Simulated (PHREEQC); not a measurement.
1 kg of water holding 0.021 mol/kgw Na2SO4, 0.026 mol/kgw KCl, 0.015 mol/kgw NaCl, 0.034 mol/kgw Na2B4O7 and 0.35 mol/kgw Na2CO3 is evaporated at 25 °C; the solids stay in contact with the brine. CO2 is held at log p = -3.4 (atm). Only these solids could form: Arcanite, Burkeite, Glaserite, Halite, Kalicinite, Mirabilite, Misenite, Nahcolite, Natron, Sylvite, Thenardite, Trona, Borax, Boric_acid,s, KB5O8:4H2O, K2B4O7:4H2O, NaBO2:4H2O, NaB5O8:5H2O, Teepleite.

The series has 19 steps of water left (kg), from 0.9997 to 0.01908.

Model: Pitzer model, pitzer.dat, run in PHREEQC.

**Question.** Which solids form, in which order, and at which step of the series does each first stand?

**Answer.** Borax from water left = 0.2544 kg (pH 10.12); Trona from water left = 0.1151 kg (pH 10.13); Glaserite from water left = 0.01908 kg (pH 10.03).
